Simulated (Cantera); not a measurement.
An adiabatic, constant-volume homogeneous reactor starts with 27.2 % H₂, 15.3 % O₂, 57.5 % N₂, at 1573 K and 1.00 bar.

Cantera simulation using the H2/O2 subset of GRI-Mech 3.0, which has no nitrogen chemistry; the numbers are that mechanism's predictions, not measurements.

Predict: time of steepest temperature rise; temperature at 0.500 s; equilibrium temperature; x(H₂) at 0.500 s; x(O₂) at 0.500 s; x(H₂O₂) at 0.500 s; x(O) at 0.500 s; x(H₂O) at 0.500 s; x(OH) at 0.500 s; x(H) at 0.500 s.


- time of steepest temperature rise = 10.4 µs
- temperature at 0.500 s = 2986 K
- equilibrium temperature = 2986 K
- x(H₂) at 0.500 s = 0.0429 (gas-phase equilibrium 0.0429)
- x(O₂) at 0.500 s = 0.0287 (gas-phase equilibrium 0.0287)
- x(H₂O₂) at 0.500 s = 8.42e-7 (gas-phase equilibrium 8.42e-7)
- x(O) at 0.500 s = 0.0140 (gas-phase equilibrium 0.0140)
- x(H₂O) at 0.500 s = 0.222 (gas-phase equilibrium 0.222)
- x(OH) at 0.500 s = 0.0407 (gas-phase equilibrium 0.0407)
- x(H) at 0.500 s = 0.0239 (gas-phase equilibrium 0.0239)
